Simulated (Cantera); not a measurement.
Input: 1 mol Si(CH₃)₄, 0.035 mol C₃H₈, 13 mol H₂, held at 2498 K and 75.0 Torr.

These are equilibrium values from Cantera (NASA tables, ideal gas, pure condensed phases), not measurements of a reactor. Candidate condensed phases: C, C₆H₆, C₇H₈, C₈H₁₈, Si, SiC; 87 gas species. Gases not in the tables: Si₂H₆ and higher silanes. Equilibrium is a limit: real reactors are often held back by kinetics, nucleation or transport.

Base state: H₂ 0.899, H 0.0747, Si 0.0112, C₂H₂ (acetylene) 0.00964, SiC₂ 0.00288, Si₂C 0.00159, SiH 0.000886, SiH₂ 0.000218 (mole fractions); condensed: C(graphite) + SiC(s).

What changes in the equilibrium state with this change: 1.9 mol Cl₂ added?


| species | before | after |
|---|---|---|
| H₂ | 0.899 | 0.746 |
| HCl | 0 | 0.140 |
| H | 0.0747 | 0.0681 |
| SiCl₂ | 0 | 0.00929 |
| Si | 0.0112 | 0.0112 |
| Cl | 0 | 0.00905 |
| SiCl | 0 | 0.00248 |
| SiCl₃ | 0 | 2.74e-5 |
| C₂HCl | 0 | 1.72e-5 |
| C(graphite), mol | 2.93 | 3.25 |
| SiC(s), mol | 0.627 | 0.328 |
The tables' values for SiCl, SiCl₃ are old estimates; treat these amounts as uncertain.
